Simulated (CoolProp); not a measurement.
A single-stage vapour-compression cycle with the fluid: evaporating at 248.15 K (dew point), condensing at 286.15 K (bubble point), superheat 8 K, subcooling 5 K, compressor efficiency 0.6, no pressure losses. The same conditions are run with several fluids, on thermodynamics alone (safety and materials aside).

Model: reference Helmholtz-energy equation of state of each fluid (sulfur hexafluoride: Guder 2009; R11: Jacobsen 1992; propylene: Lemmon 2013; n-perfluorobutane: Gao 2022; carbon dioxide: Span 1996; trans-2-butene: Lemmon 2005), in CoolProp.

### Question
Rank sulfur hexafluoride, R11, propylene, n-perfluorobutane, carbon dioxide, trans-2-butene by cooling COP, highest first.

### Answer
R11 (3.59), trans-2-butene (3.56), propylene (3.42), n-perfluorobutane (3.22), sulfur hexafluoride (3.06), carbon dioxide (2.82)

```tsv
fluid	pressure ratio	discharge temperature (K)	refrigerating effect (kJ/kg)	volumetric capacity (kJ/m³)
sulfur hexafluoride	3.02	304.6	71.8	3270
R11	5.64	341.9	174	137
propylene	3.31	329.0	345	1850
n-perfluorobutane	4.93	286.5	75.1	310
carbon dioxide	2.88	359.3	227	9390
trans-2-butene	4.70	325.6	367	330
```
